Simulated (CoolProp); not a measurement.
Properties of R152A along the isotherm 500 K (Tc = 386.4 K, pc = 4517 kPa, ω = 0.275).

Computed with CoolProp (reference Helmholtz-energy equation of state, Outcalt 1996). It is a modified Benedict-Webb-Rubin equation, recast in Helmholtz form.

```
p (kPa)          phase       Z  cp (kJ/(kg K))  cv (kJ/(kg K))  speed of sound (m/s)  viscosity (µPa s)  conductivity (mW/(m K))
-------  -------------  ------  --------------  --------------  --------------------  -----------------  -----------------------
1510               gas  0.9517           1.517           1.351                 253.0               18.4                     34.5
3010               gas  0.9031           1.583           1.364                 243.9               18.7                     35.7
4520     supercritical  0.8543           1.662           1.378                 235.4               19.2                     37.2
6020     supercritical  0.8069               ?           1.392                 228.1                  ?                     39.2
7530     supercritical  0.7618           1.865           1.406                 222.7               21.3                     41.8
9030     supercritical  0.7214           1.983           1.417                 219.9               23.1                     44.9
10500    supercritical  0.6880           2.093           1.427                 220.6               25.4                     48.2
12000    supercritical  0.6626           2.181           1.432                 225.6               28.3                     51.5
13600    supercritical  0.6464           2.231           1.435                 235.8               31.9                     54.9
15100    supercritical  0.6412           2.239           1.435                 249.1               35.6                     57.7
16600    supercritical  0.6438           2.224           1.433                 264.7               39.4                     60.2
18100    supercritical  0.6525           2.198           1.431                 281.6               43.0                     62.4
19600    supercritical       ?           2.168           1.429                 298.8               46.5                     64.4
21100    supercritical  0.6815           2.139           1.428                 315.9               49.8                     66.2
22600    supercritical  0.6997           2.112           1.427                 332.7               52.9                     67.9
```

Question: Fill in the missing entries.

Answer: 
- 6020, cp (kJ/(kg K)): 1.756
- 6020, viscosity (µPa s): 20.1
- 19600, Z: 0.6655

Viscosity comes from a separate model (Bell 2016), an estimate that may be off by 10 % or more. Thermal conductivity comes from a separate model (Krauss 1996).
